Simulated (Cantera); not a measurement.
A perfectly stirred reactor is fed with CH₄ : H₂ = 1 : 1.4 (molar parts), at 0.248 Torr; it is held at 1950 K, and followed from long to short residence time.

Computed with Cantera and GRI-Mech 3.0 (53 species, 325 reactions). GRI-Mech 3.0 stops at C3 and has no aromatics, soot or wall deposition, so with more carbon than oxygen in the feed, carbon stays in small species such as C2H2 where larger ones or solid carbon would form. Radical loss at walls, strong at low pressure, is not modelled.

**Question.** Predict: x(CH₄) at τ = 2.70 s; x(H₂) at τ = 2.70 s; x(H) at τ = 2.70 s; x(C₂H₄) at τ = 2.70 s; x(CH₂) at τ = 2.70 s; x(CH₄) at τ = 51.0 ms; x(H₂) at τ = 51.0 ms; x(H) at τ = 51.0 ms; x(C₂H₄) at τ = 51.0 ms; x(CH₂) at τ = 51.0 ms.

**Answer.** 
```json
{
  "x(CH₄) at τ = 2.70 s": "0.0657",
  "x(H₂) at τ = 2.70 s": "0.803",
  "x(H) at τ = 2.70 s": "0.00371",
  "x(C₂H₄) at τ = 2.70 s": "0.000860",
  "x(CH₂) at τ = 2.70 s": "1.73e-5",
  "x(CH₄) at τ = 51.0 ms": "0.390",
  "x(H₂) at τ = 51.0 ms": "0.594",
  "x(H) at τ = 51.0 ms": "0.000709",
  "x(C₂H₄) at τ = 51.0 ms": "0.00294",
  "x(CH₂) at τ = 51.0 ms": "7.35e-6"
}
```
